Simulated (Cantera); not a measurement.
A Cantera script and its output.

```python
import numpy as np
import cantera as ct

gas = ct.Solution("gri30.yaml")
gas.TPX = 998, 68000, {'H2': 1.4, 'O2': 1, 'N2': 15}
reactor = ct.IdealGasConstPressureReactor(gas, energy="off", clone=False)
net = ct.ReactorNet([reactor])
net.rtol, net.atol = 1e-08, 1e-18
show = ['H2', 'O2', 'O', 'H2O', 'NO2']
times = np.geomspace(5e-06, 100, 15)

steps = ct.SolutionArray(gas, extra=["t"])
rows = []
print(f"{'t/s':>10s}{'T/K':>9s}{'P/Pa':>11s}" + "".join(f"{s:>11s}" for s in show))
for t in times:
    while net.time < t:
        t_next = net.step()
        steps.append(gas.state, t=t_next)
    rows.append([np.interp(t, steps.t, y) for y in (steps.T, steps.P, *steps(*show).X.T)])
    print(f"{t:10.3e}{rows[-1][0]:9.1f}{rows[-1][1]:11.4g}" + "".join(f"{x:11.3e}" for x in rows[-1][2:]))
rate = np.gradient(steps.T, steps.t)
print("integrator steps:", len(steps.t))
if steps.T.max() > steps.T[0] + 200:
    print(f"time of steepest temperature rise: {steps.t[rate.argmax()]:.4e} s")
gas.TPX = 998, 68000, {'H2': 1.4, 'O2': 1, 'N2': 15}
gas.equilibrate("TP")
print(f"equilibrium (TP): T = {gas.T:.1f} K  " + "  ".join(f"{s} {gas[s].X[0]:.3e}" for s in show))
```

Result:

```
       t/s      T/K       P/Pa         H2         O2          O        H2O        NO2
 5.000e-06    998.0    6.8e+04  8.046e-02  5.747e-02  4.726e-13  4.407e-13  6.669e-36
 1.661e-05    998.0    6.8e+04  8.046e-02  5.747e-02  3.452e-12  8.092e-12  2.560e-33
 5.520e-05    998.0    6.8e+04  8.046e-02  5.747e-02  2.231e-11  1.437e-10  1.273e-30
 1.834e-04    998.0    6.8e+04  8.046e-02  5.747e-02  4.018e-10  5.341e-09  8.482e-27
 6.095e-04    998.0    6.8e+04  8.043e-02  5.745e-02  1.466e-06  2.349e-05  2.719e-16
 2.025e-03    998.0    6.8e+04  3.264e-03  1.953e-02  6.645e-05  8.031e-02  1.474e-09
 6.730e-03    998.0    6.8e+04  1.105e-03  1.849e-02  5.432e-06  8.267e-02  2.333e-08
 2.236e-02    998.0    6.8e+04  6.549e-04  1.828e-02  9.231e-07  8.314e-02  1.064e-07
 7.430e-02    998.0    6.8e+04  3.353e-04  1.812e-02  3.401e-07  8.348e-02  1.903e-07
 2.469e-01    998.0    6.8e+04  1.108e-04  1.802e-02  7.013e-08  8.372e-02  3.139e-07
 8.203e-01    998.0    6.8e+04  2.643e-05  1.798e-02  7.230e-09  8.380e-02  4.199e-07
 2.726e+00    998.0    6.8e+04  5.142e-06  1.797e-02  5.836e-10  8.383e-02  4.572e-07
 9.057e+00    998.0    6.8e+04  5.291e-07  1.796e-02  3.675e-11  8.383e-02  4.191e-07
 3.010e+01    998.0    6.8e+04  1.715e-08  1.796e-02  2.557e-12  8.383e-02  2.871e-07
 1.000e+02    998.0    6.8e+04  7.327e-10  1.796e-02  2.714e-12  8.383e-02  1.127e-07
integrator steps: 1977
equilibrium (TP): T = 998.0 K  H2 6.286e-11  O2 1.796e-02  O 2.420e-11  H2O 8.383e-02  NO2 1.260e-07
```

Cantera simulation using GRI-Mech 3.0 (53 species, 325 reactions); the numbers are that mechanism's predictions, not measurements. The temperature is held fixed by assumption; the heat of reaction is taken as removed at once.
